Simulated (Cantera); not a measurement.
Adiabatic ignition

An adiabatic, constant-volume homogeneous reactor starts with C3H8 : O2 : N2 = 1 : 14.7 : 55.3 (molar parts), equivalence ratio 0.34, at 1725 K and 760 Torr.

Detailed kinetics in Cantera: GRI-Mech 3.0 (53 species, 325 reactions). GRI-Mech 3.0 was tuned for natural gas; its chemistry of propane as a main component is partial and can be far from experiment.

```
t (s)     T (K)  P (bar)    x C3H8   x O2      x NO       x H  x CH2CO      x CO
--------  -----  -------  --------  -----  --------  --------  -------  --------
1.00e-6    1719     1.01    0.0135  0.207  2.21e-12   4.63e-5  8.97e-8   1.37e-6
3.55e-6    1708     1.01    0.0114  0.205  1.15e-10  0.000100  1.59e-5  0.000115
1.26e-5    1839     1.11  0.000948  0.184   3.04e-8  0.000969  0.00158    0.0106
4.47e-5    2245     1.37    <1e-12  0.128   2.98e-5   0.00558   <1e-12    0.0138
0.000159   2440     1.47    <1e-12  0.129  0.000268   0.00200   <1e-12   0.00713
0.000563   2539     1.52    <1e-12  0.131   0.00120  0.000720   <1e-12   0.00395
0.00200    2536     1.52    <1e-12  0.129   0.00403  0.000677   <1e-12   0.00379
0.00710    2523     1.51    <1e-12  0.126    0.0108  0.000627   <1e-12   0.00361
0.0252     2511     1.51    <1e-12  0.123    0.0170  0.000585   <1e-12   0.00345
0.0894     2509     1.50    <1e-12  0.123    0.0176  0.000581   <1e-12   0.00344
0.317      2509     1.50    <1e-12  0.123    0.0176  0.000581   <1e-12   0.00344
1.13       2509     1.50    <1e-12  0.123    0.0176  0.000581   <1e-12   0.00344
4.00       2509     1.50    <1e-12  0.123    0.0176  0.000581   <1e-12   0.00344
```
x: mole fraction; the columns are a selection and need not sum to one.

The time of steepest temperature rise is 15.7 µs and the temperature at 4.00 s is 2509 K. The equilibrium temperature is 2509 K and the x(C3H8) at 4.00 s is <1e-12 (gas-phase equilibrium <1e-12). The x(O2) at 4.00 s is 0.123 (gas-phase equilibrium 0.123) and the x(NO) at 4.00 s is 0.0176 (gas-phase equilibrium 0.0176).
